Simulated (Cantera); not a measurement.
Input: 1 mol FeS2, 0.61 mol SO3, 6.1 mol N2, equilibrated at 1152 °C and 40.0 mbar.

Cantera equilibrium calculation (NASA polynomials, part measured and part estimated; ideal gas, pure solids and liquids). Candidate condensed phases: Fe, FeO, FeS, FeSO4, FeS2, Fe2O3, Fe2(SO4)3, Fe3O4, S; 19 gas species. Metal and sulfide melt together well below either melting point, which pure phases cannot show. Mutual solubility and eutectic melting of coexisting phases are not modelled. The tables' stoichiometric FeO is somewhat more stable than real wüstite, so its field is too wide. FeO, FeS: taken at fixed stoichiometry. Kinetics and transport are ignored.

Base state: N2 0.823, SO2 0.110, S2 0.0635, SO 0.00192, S2O 0.000954, S 2.05e-5 (mole fractions); condensed: FeO(s) + FeS(s).

Q: What changes in the equilibrium state with this change: SO3 from 0.61 to 0.11 mol?

A: 
| species | before | after |
|---|---|---|
| N2 | 0.823 | 0.905 |
| S2 | 0.0635 | 0.0695 |
| SO2 | 0.110 | 0.0238 |
| SO | 0.00192 | 0.000912 |
| S2O | 0.000954 | 0.000474 |
| FeO(s), mol | 0.175 | 0 |
| FeS(s), mol | 0.825 | 1.00 |
FeS: taken at fixed stoichiometry.

Q: What changes in the equilibrium state with this change: pressure from 40.0 mbar to 23.0 mbar?

A: 
| species | before | after |
|---|---|---|
| N2 | 0.823 | 0.821 |
| SO2 | 0.110 | 0.103 |
| S2 | 0.0635 | 0.0730 |
| S | 2.05e-5 | 2.90e-5 |
| SO | 0.00192 | 0.00221 |
| S2O | 0.000954 | 0.000893 |
| FeO(s), mol | 0.175 | 0.273 |
| FeS(s), mol | 0.825 | 0.727 |

Q: What changes in the equilibrium state with this change: temperature from 1152 °C to 1177 °C?

A: 
| species | before | after |
|---|---|---|
| N2 | 0.823 | 0.821 |
| SO2 | 0.110 | 0.105 |
| S2 | 0.0635 | 0.0700 |
| S | 2.05e-5 | 2.95e-5 |
| SO | 0.00192 | 0.00229 |
| FeO(s), mol | 0.175 | 0.243 |
| FeS(s), mol | 0.825 | 0.757 |
